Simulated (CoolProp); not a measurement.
Water at 298.15 K and 0.456 MPa flows at 15 m/s in a round tube of 6 mm bore and 0.25 µm roughness, fully developed (64/Re and Nu = 3.66 if laminar; Colebrook and Gnielinski if turbulent). Each further row changes one setting.

Model: reference Helmholtz-energy equation of state, Wagner 2002, in CoolProp.

```json
[
 {"case": "as stated", "Reynolds number": "101000", "Darcy friction factor": "0.0182", "pressure drop (Pa/m)": "340000", "heat-transfer coefficient (W/(m² K))": "___", "mass flow (kg/h)": "___"},
 {"case": "velocity 30 m/s", "Reynolds number": "202000", "Darcy friction factor": "0.0159", "pressure drop (Pa/m)": "___", "heat-transfer coefficient (W/(m² K))": "___", "mass flow (kg/h)": "___"},
 {"case": "diameter 12 mm", "Reynolds number": "202000", "Darcy friction factor": "0.0158", "pressure drop (Pa/m)": "___", "heat-transfer coefficient (W/(m² K))": "___", "mass flow (kg/h)": "___"}
]
```

Question: What belongs in the gaps?

Answer: 
- as stated, heat-transfer coefficient (W/(m² K)): 58100
- as stated, mass flow (kg/h): 1520
- velocity 30 m/s, pressure drop (Pa/m): 1190000
- velocity 30 m/s, heat-transfer coefficient (W/(m² K)): 106000
- velocity 30 m/s, mass flow (kg/h): 3050
- diameter 12 mm, pressure drop (Pa/m): 148000
- diameter 12 mm, heat-transfer coefficient (W/(m² K)): 52800
- diameter 12 mm, mass flow (kg/h): 6090

Viscosity comes from a separate model (Huber 2009). Thermal conductivity comes from a separate model (Huber 2012).
